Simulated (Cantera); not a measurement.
Hydrocarbon pyrolysis for carbon deposition

A perfectly stirred reactor is fed with 41.7 % CH₄, 58.3 % H₂, at 1.00 atm; it is held at 1950 K, and followed from long to short residence time.

Model: GRI-Mech 3.0 (53 species, 325 reactions), integrated in Cantera. GRI-Mech 3.0 stops at C3 and has no aromatics, soot or wall deposition, so with more carbon than oxygen in the feed, carbon stays in small species such as C2H2 where larger ones or solid carbon would form.

```json
[
 {"τ (s)": "2.7", "x CH₄": "0.00730", "x H₂": "0.847", "x H": "0.00105", "x C₂H₄": "0.00110", "x CH₂": "2.78e-7", "x C₂H₆": "7.40e-7"},
 {"τ (s)": "1.2", "x CH₄": "0.00848", "x H₂": "0.846", "x H": "0.00105", "x C₂H₄": "0.00110", "x CH₂": "3.19e-7", "x C₂H₆": "9.24e-7"},
 {"τ (s)": "0.56", "x CH₄": "0.0105", "x H₂": "0.845", "x H": "0.00105", "x C₂H₄": "0.00110", "x CH₂": "3.88e-7", "x C₂H₆": "1.30e-6"},
 {"τ (s)": "0.25", "x CH₄": "0.0141", "x H₂": "0.842", "x H": "0.00104", "x C₂H₄": "0.00109", "x CH₂": "5.07e-7", "x C₂H₆": "2.17e-6"},
 {"τ (s)": "0.11", "x CH₄": "0.0201", "x H₂": "0.839", "x H": "0.00103", "x C₂H₄": "0.00110", "x CH₂": "6.93e-7", "x C₂H₆": "4.16e-6"},
 {"τ (s)": "0.051", "x CH₄": "0.0288", "x H₂": "0.833", "x H": "0.00101", "x C₂H₄": "0.00112", "x CH₂": "9.40e-7", "x C₂H₆": "8.19e-6"},
 {"τ (s)": "0.023", "x CH₄": "0.0422", "x H₂": "0.824", "x H": "0.000987", "x C₂H₄": "0.00118", "x CH₂": "1.28e-6", "x C₂H₆": "1.70e-5"},
 {"τ (s)": "0.010", "x CH₄": "0.0630", "x H₂": "0.810", "x H": "0.000954", "x C₂H₄": "0.00134", "x CH₂": "1.75e-6", "x C₂H₆": "3.68e-5"},
 {"τ (s)": "0.0047", "x CH₄": "0.0900", "x H₂": "0.792", "x H": "0.000916", "x C₂H₄": "0.00169", "x CH₂": "2.27e-6", "x C₂H₆": "7.26e-5"},
 {"τ (s)": "0.0021", "x CH₄": "0.129", "x H₂": "0.766", "x H": "0.000866", "x C₂H₄": "0.00243", "x CH₂": "2.92e-6", "x C₂H₆": "0.000144"}
]
```
x: mole fraction; the columns are a selection and need not sum to one.
